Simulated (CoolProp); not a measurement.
Saturation properties of ethane (Tc = 32.2 °C, pc = 4.872 MPa, ω = 0.099).

Computed with CoolProp (reference Helmholtz-energy equation of state, Bücker 2006).

```json
[
 {"T (°C)": "-32.55", "p (MPa)": "0.9848", "vapour density (kg/m³)": "17.76", "enthalpy of vaporisation (kJ/kg)": "394.6", "liquid viscosity (µPa s)": "87.2"},
 {"T (°C)": "-27.95", "p (MPa)": "1.131", "vapour density (kg/m³)": "20.44", "enthalpy of vaporisation (kJ/kg)": "384.0", "liquid viscosity (µPa s)": "82.7"},
 {"T (°C)": "-23.35", "p (MPa)": "1.293", "vapour density (kg/m³)": "23.45", "enthalpy of vaporisation (kJ/kg)": "372.9", "liquid viscosity (µPa s)": "78.4"},
 {"T (°C)": "-18.85", "p (MPa)": "1.468", "vapour density (kg/m³)": "26.77", "enthalpy of vaporisation (kJ/kg)": "361.2", "liquid viscosity (µPa s)": "74.3"},
 {"T (°C)": "-14.25", "p (MPa)": "…", "vapour density (kg/m³)": "30.59", "enthalpy of vaporisation (kJ/kg)": "348.5", "liquid viscosity (µPa s)": "70.2"},
 {"T (°C)": "-9.75", "p (MPa)": "1.871", "vapour density (kg/m³)": "34.82", "enthalpy of vaporisation (kJ/kg)": "335.2", "liquid viscosity (µPa s)": "…"},
 {"T (°C)": "-5.15", "p (MPa)": "2.103", "vapour density (kg/m³)": "39.74", "enthalpy of vaporisation (kJ/kg)": "320.5", "liquid viscosity (µPa s)": "62.6"},
 {"T (°C)": "-0.55", "p (MPa)": "…", "vapour density (kg/m³)": "45.37", "enthalpy of vaporisation (kJ/kg)": "304.6", "liquid viscosity (µPa s)": "58.8"},
 {"T (°C)": "3.95", "p (MPa)": "2.623", "vapour density (kg/m³)": "51.73", "enthalpy of vaporisation (kJ/kg)": "287.4", "liquid viscosity (µPa s)": "…"}
]
```

Complete the blanks.


- -14.25, p (MPa): 1.663
- -9.75, liquid viscosity (µPa s): 66.4
- -0.55, p (MPa): 2.355
- 3.95, liquid viscosity (µPa s): 55.2

It boils at -88.6 °C under 1 atm.

Viscosity comes from a separate model (Friend 1991).
